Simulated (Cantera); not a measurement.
Cantera run:

```python
import numpy as np
import cantera as ct

gas_names = """
    B BH BH2 BH3 BN B2 H H2 N NH NH2 NH3 N2 N2H2 N2H4
""".split()
cond_names = """
    B(b) B(L) BN(s)
""".split()


def load(file, names, dense=False):
    # The tables refer to 1 bar. Condensed volumes are neglected.
    table = {s.name: s for s in ct.Species.list_from_file(file)}
    out = []
    for n in names:
        d = dict(table[n].input_data)
        d["thermo"] = dict(d["thermo"], **{"reference-pressure": 1e5})
        if dense:
            d["equation-of-state"] = {"model": "constant-volume", "density": "1e6 g/cm^3"}
        out.append(ct.Species.from_dict(d))
    return out


gas = ct.Solution(thermo="ideal-gas", species=load("nasa_gas.yaml", gas_names))
cond = {s.name: ct.Solution(thermo="fixed-stoichiometry", species=[s], name=s.name)
        for s in load("nasa_condensed.yaml", cond_names, dense=True)}
atoms = {
    'BN': {'B': 1, 'N': 1},
    'H2': {'H': 2},
}
top_T = {'BN(s)': 3200}  # K; cautious upper limits of use, not melting points


def equilibrate(T, P, feed):
    n = {}
    for name, mol in feed.items():
        for a, k in atoms[name].items():
            n[a] = n.get(a, 0.0) + k * mol
    gas.TPX = T, P, n
    mass = sum(n.values()) * gas.mean_molecular_weight
    gas.equilibrate("TP")
    valid = [c for c in cond.values() if c.min_temp <= T <= top_T.get(c.name, c.max_temp)]
    mix = ct.Mixture([(gas, mass / gas.mean_molecular_weight)] + [(c, 0.0) for c in valid])
    mix.T, mix.P = T, P
    mix.equilibrate("TP", solver="vcs", rtol=1e-11, max_steps=5000)
    return mix


results = []
feed = {'BN': 1, 'H2': 3.1}  # mol
T = 1950  # K
P = 3300  # Pa
mix = equilibrate(T, P, feed)
results.append((T, P, feed, dict(zip(mix.species_names, mix.species_moles))))
print(gas.report(threshold=1e-06))
for i in range(1, mix.n_phases):
    print(f"{mix.phase(i).name:16s} {mix.phase_moles(i):12.5e} mol")
```

It prints:

```
       temperature   1950 K
          pressure   3300 Pa
           density   0.0004186 kg/m^3
  mean mol. weight   2.0566 kg/kmol
   phase of matter   gas

                          1 kg             1 kmol
                     ---------------   ---------------
          enthalpy        2.5591e+07        5.2631e+07  J
   internal energy        1.7708e+07        3.6418e+07  J
           entropy        1.0519e+05        2.1633e+05  J/K
    Gibbs function       -1.7952e+08       -3.6921e+08  J
 heat capacity c_p             16510             33954  J/K
 heat capacity c_v             12467             25640  J/K

                      mass frac. Y      mole frac. X     chem. pot. / RT
                     ---------------   ---------------   ---------------
                 B        9.0387e-06        1.7196e-06           -3.1771
               BH2         0.0021557        0.00034567           -25.997
               BH3        3.7869e-05        5.6297e-06           -37.407
                 H           0.00308         0.0062841            -11.41
                H2           0.97212            0.9917            -22.82
                N2          0.022594         0.0016587           -36.669
     [   +9 minor]        5.3843e-06        9.0634e-07

B(b)              9.23144e-03 mol
BN(s)             9.89666e-01 mol
```

Method: chemical equilibrium by Gibbs-energy minimisation in Cantera with the NASA 1993 tables (ideal gas, pure condensed phases). Mutual solubility and eutectic melting of coexisting phases are not modelled. The tables' values for BH2 are old estimates; treat these amounts as uncertain.
